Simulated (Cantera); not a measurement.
Input: 1 mol B, 32 mol H2, at 10000 Pa.

Cantera equilibrium calculation (NASA polynomials, part measured and part estimated; ideal gas, pure solids and liquids). Candidate condensed phases: B; 7 gas species. Gases not in the tables: B2H6 and higher boranes. The numbers say what is thermodynamically allowed, not how fast it happens.

Which condensed phases are stable at each of these points (T (K)): 1173, 1273, 1373, 1473, 1573, 1673, 1773, 1873, 1973, 2073, 2173, 2273, 2373?


```tsv
T (K)	condensed phases	B condensed (%)
1173	B(s)	100.0
1273	B(s)	100.0
1373	B(s)	100.0
1473	B(s)	100.0
1573	B(s)	99.9
1673	B(s)	99.8
1773	B(s)	99.6
1873	B(s)	99.3
1973	B(s)	98.7
2073	B(s)	97.7
2173	B(s)	96.2
2273	B(s)	93.8
2373	B(l)	90.4
```

From 1173 K to 2273 K the condensed part is B(s). At 2373 K the condensed part is B(l).
